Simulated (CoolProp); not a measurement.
A single-stage vapour-compression cycle with R1224YDZ: evaporating at 312.15 K (dew point), condensing at 357.15 K (bubble point), superheat 5 K, subcooling 2 K, compressor efficiency 0.85, no pressure losses. Each further row changes one setting.

The numbers come from the reference Helmholtz-energy equation of state, Akasaka 2023 in CoolProp.

```json
[
 {"case": "as stated", "cooling COP": "4.61", "pressure ratio": "3.42", "discharge temperature (K)": "357.2", "refrigerating effect (kJ/kg)": "108", "volumetric capacity (kJ/m³)": "1570"},
 {"case": "evaporating temperature 317.15 K", "cooling COP": "5.43", "pressure ratio": "2.93", "discharge temperature (K)": "357.2", "refrigerating effect (kJ/kg)": "112", "volumetric capacity (kJ/m³)": "1870"},
 {"case": "condensing temperature 352.15 K", "cooling COP": "5.40", "pressure ratio": "3.04", "discharge temperature (K)": "352.3", "refrigerating effect (kJ/kg)": "115", "volumetric capacity (kJ/m³)": "1660"},
 {"case": "subcooling 7 K", "cooling COP": "4.89", "pressure ratio": "3.42", "discharge temperature (K)": "357.2", "refrigerating effect (kJ/kg)": "115", "volumetric capacity (kJ/m³)": "1660"},
 {"case": "superheat 15 K", "cooling COP": "4.75", "pressure ratio": "3.42", "discharge temperature (K)": "366.1", "refrigerating effect (kJ/kg)": "117", "volumetric capacity (kJ/m³)": "1620"},
 {"case": "compressor efficiency 0.75", "cooling COP": "4.07", "pressure ratio": "3.42", "discharge temperature (K)": "359.5", "refrigerating effect (kJ/kg)": "108", "volumetric capacity (kJ/m³)": "1570"}
]
```

The compression ends wet for: as stated; evaporating temperature 317.15 K; subcooling 7 K.
